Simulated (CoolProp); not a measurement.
The numbers come from the reference Helmholtz-energy equation of state, Lemmon 2004 in CoolProp. It is a short technical equation, of lower accuracy than the large ones.

**Question.** For n-dodecane, give the phase and the viscosity (µPa s), conductivity (mW/(m K)) at 346.85 °C and 0.0287 bar; 346.85 °C and 0.0987 bar; 346.85 °C and 3.99 bar.

**Answer.** 
- 346.85 °C and 0.0287 bar: gas; viscosity 9.62, conductivity 37.0
- 346.85 °C and 0.0987 bar: gas; viscosity 9.61, conductivity 37.0
- 346.85 °C and 3.99 bar: gas; viscosity 9.61, conductivity 39.7

Viscosity comes from a separate model (Huber 2004). Thermal conductivity comes from a separate model (Huber 2004).
